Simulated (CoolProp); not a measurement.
Computed with CoolProp (reference Helmholtz-energy equation of state, Lemmon 2006). It is a short technical equation, of lower accuracy than the large ones.

For CH3F (R41), give the phase and the Z, cp (kJ/(kg K)), cv (kJ/(kg K)), speed of sound (m/s) at 233.1 K and 0.992 MPa; 376.5 K and 0.992 MPa.


- 233.1 K and 0.992 MPa: liquid; Z 0.0219, cp 2.19, cv 1.22, speed of sound 865
- 376.5 K and 0.992 MPa: gas; Z 0.962, cp 1.32, cv 1.03, speed of sound 331
